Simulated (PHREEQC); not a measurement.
# Acid rinse or clean (model solution)

Solution (20 °C): 0.76 mol HNO3, 0.011 mol CuSO4 and 0.02 mol KCl per kg of water. Closed to the air; pH follows from the charge balance.

Equilibrium calculation in PHREEQC: ion-association model, phreeqc.dat.

Precipitation was switched off in this run.

Task: What pH does the model give?

Result: pH 0.25.

Task: In which forms is S present?

Result: HSO4- 91 %, SO4-2 8.3 %, CuSO4 0.6 % of the S.

Ionic strength above about 0.7 mol/kgw puts this run outside the model's range.
